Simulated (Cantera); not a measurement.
**Fe + H2O + H2 + O2 (metals in furnace atmospheres)**

A closed system holds: 1 mol Fe, a varied amount of H2O, 5.7 mol H2, 0.028 mol O2, at 0.0170 bar.

These are equilibrium values from Cantera (NASA tables, ideal gas, pure condensed phases), not measurements of a reactor. Candidate condensed phases: Fe, FeO, Fe(OH)2, Fe(OH)3, Fe2O3, Fe3O4, H2O; 12 gas species. Mutual solubility and eutectic melting of coexisting phases are not modelled. The tables' stoichiometric FeO is somewhat more stable than real wüstite, so its field is too wide. FeO: taken at fixed stoichiometry. Kinetics and transport are ignored.

Problem. Map the stable condensed phases over T = 948, 1048, 1148, 1248, 1348, 1448, 1548, 1648, 1748, 1848 K and n(H2O) in mol = 0.24, 0.31, 0.41, 0.53, 0.7, 0.92, 1.2, 1.6, 2.1.

Solution. 
```
T in K \ n(H2O) in mol
         0.24 0.31 0.41 0.53  0.7 0.92  1.2  1.6  2.1
   1848     A    A    A    A    A    A    A    A    A
   1748     A    A    A    A    A    A    A    A    A
   1648     A    A    A    A    A    A    A    A    A
   1548     A    A    A    A    A    A    A    A    A
   1448     A    A    A    A    A    A    A    A    A
   1348     A    A    A    A    A    A    A    A    B
   1248     A    A    A    A    A    A    A    A    B
   1148     A    A    A    A    A    A    A    B    B
   1048     A    A    A    A    A    A    B    B    B
    948     A    A    A    A    A    B    B    B    C
```
A: Fe; B: Fe + FeO; C: FeO.
